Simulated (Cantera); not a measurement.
A closed system holds: 1 mol CuO, 0.45 mol C, 0.18 mol H2, at 2200 K and 10.0 mbar.

Method: chemical equilibrium by Gibbs-energy minimisation in Cantera with the NASA 1993 tables (ideal gas, pure condensed phases). Candidate condensed phases: C, C6H6, C7H8, C8H18, Cu, CuO, Cu(OH)2, Cu2O, H2O; 113 gas species. Rates play no part.

**Question.** What is the equilibrium state?

**Answer.** x(Cu): 0.594
x(CO2): 0.186
x(H2O): 0.0929
x(CO): 0.0826
x(O2): 0.0184
x(OH): 0.00826
x(H2): 0.00783
x(H): 0.00498
x(O): 0.00366
gas amount: 1.676 mol
log10 activity of Cu(l) (absent): -0.59
log10 activity of C(graphite) (absent): -8.40
